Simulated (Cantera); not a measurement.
Charge: 1 mol c-C4F8, 1 mol H2, 0.12 mol CH4, equilibrated at 3100 K and 10.0 Torr.

Cantera equilibrium calculation (NASA polynomials, part measured and part estimated; ideal gas, pure solids and liquids). Candidate condensed phases: C, C6H6, C7H8, C8H18; 95 gas species. The feed counts by its element totals alone. Rates play no part.

Base state: F 0.541, HF 0.272, CF 0.0764, C3 0.0656, CF2 0.0146, H 0.0126, C 0.00954, C2 0.00679 (mole fractions); condensed: C(graphite).

Q: What changes in the equilibrium state with this change: temperature from 3100 K to 773.15 K?

A: 
```tsv
species	before	after
HF	0.272	0.642
CF4	2.14e-7	0.358
F	0.541	<1e-9
CF	0.0764	<1e-9
C3	0.0656	<1e-9
CF2	0.0146	<1e-9
H	0.0126	<1e-9
C	0.00954	<1e-9
C2	0.00679	<1e-9
C(graphite), mol	1.33	2.74
```
Condensed phases not in the tables: fluorocarbon polymer. Gases not in the tables: C2F6 and larger saturated fluorocarbons.
